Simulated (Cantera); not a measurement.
Input: 1 mol AlN, 910 mol H₂, held at 1150 °C and 3.70 Pa.

Cantera equilibrium calculation (NASA polynomials, part measured and part estimated; ideal gas, pure solids and liquids). Candidate condensed phases: Al, AlN; 13 gas species. Equilibrium is a limit: real reactors are often held back by kinetics, nucleation or transport.

Base state: H₂ 0.998, H 0.00109, Al 0.000840, N₂ 0.000424 (mole fractions); condensed: AlN(s).

Q: What changes in the equilibrium state with this change: temperature from 1150 °C to 1225 °C?

A: 
```json
[
 {"species": "H₂", "before": "0.998", "after": "0.996"},
 {"species": "H", "before": "0.00109", "after": "0.00282"},
 {"species": "Al", "before": "0.000840", "after": "0.00109"},
 {"species": "N₂", "before": "0.000424", "after": "0.000548"},
 {"species": "AlN(s), mol", "before": "0.227", "after": "0"}
]
```
